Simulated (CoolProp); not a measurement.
R365MFC along the isobar 4.57 MPa: fugacity coefficient from the reference equation and from simpler models built on Tc = 460.0 K, pc = 3.266 MPa, ω = 0.377; each cubic takes its own stable root.

Model: reference Helmholtz-energy equation of state, Lemmon 2016, in CoolProp.

| T (K) | phase | reference | Redlich-Kwong | Soave-Redlich-Kwong | Peng-Robinson |
|---|---|---|---|---|---|
| 381.1 | liquid | 0.1564 | 0.2207 | [?] | 0.1571 |
| 396 | liquid | 0.2071 | [?] | 0.2176 | 0.2083 |
| 410.8 | liquid | [?] | 0.3261 | 0.2790 | 0.2669 |
| 425.7 | liquid | 0.3311 | 0.3839 | 0.3478 | 0.3327 |
| 440.6 | liquid | 0.4025 | 0.4431 | 0.4215 | 0.4033 |
| 455.4 | liquid | 0.4768 | 0.5017 | 0.4966 | 0.4754 |
| 470.3 | supercritical | 0.5510 | 0.5584 | 0.5692 | 0.5452 |
| 485.1 | supercritical | 0.6139 | 0.6088 | 0.6302 | 0.6037 |
| 500 | supercritical | 0.6570 | 0.6497 | 0.6767 | 0.6486 |

Task: What belongs in the gaps?

Result: 
- 381.1, Soave-Redlich-Kwong: 0.1639
- 396, Redlich-Kwong: 0.2716
- 410.8, reference: 0.2653
